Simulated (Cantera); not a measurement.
**Ignition delay**

Mixture: 5.17 % CH4, 0.212 % C2H6, 19.8 % O2, 74.4 % N2, 0.429 % H2, at 0.360 bar, adiabatic and at constant volume. Ignition delay is the time to a rise of 400 K.

Cantera simulation using GRI-Mech 3.0 (53 species, 325 reactions); the numbers are that mechanism's predictions, not measurements.

```csv
T0 (K),delay (ms)
1198,12.3
1273,5.31
1348,2.41
1423,1.16
1498,0.610
1573,0.347
```

- apparent activation energy between 1423 and 1573 K = 150 kJ/mol
